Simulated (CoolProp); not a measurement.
Vapour pressure (bar) of n-perfluorohexane: the reference equation beside estimates from Tc = 174.9 °C, pc = 17.42 bar, ω = 0.497. Clausius-Clapeyron is anchored at -48.05 °C with a constant enthalpy of vaporisation of 37.60 kJ/mol.

Values from CoolProp's reference Helmholtz-energy equation of state, Gao 2022.

```csv
T (°C),reference,Lee-Kesler,Clausius-Clapeyron,van der Waals
-65.95,0.0005055,0.0005453,0.0005246,0.2800
-62.95,0.0006984,0.0007467,0.0007163,0.3106
-59.95,0.0009543,0.001012,0.0009696,0.3437
-56.95,0.001290,0.001358,0.001301,0.3792
-53.95,0.001726,0.001804,0.001733,0.4173
-51.05,0.002266,0.002355,0.002269,0.4567
-48.05,0.002976,0.003075,0.002976,0.5002
-45.05,0.003873,0.003982,0.003876,0.5467
-42.05,0.004998,0.005115,0.005014,0.5961
-39.05,0.006398,0.006520,0.006443,0.6486
-36.05,0.008125,0.008250,0.008227,0.7043
-33.05,0.01024,0.01037,0.01044,0.7633
-30.05,0.01282,0.01294,0.01317,0.8256
-27.05,0.01593,0.01604,0.01653,0.8915
```

Absolute difference from the reference over all 14 rows, mean and median: Lee-Kesler 3.5 and 3.1 %, Clausius-Clapeyron 1.4 and 1.1 %, van der Waals 20668.1 and 15361.7 %.
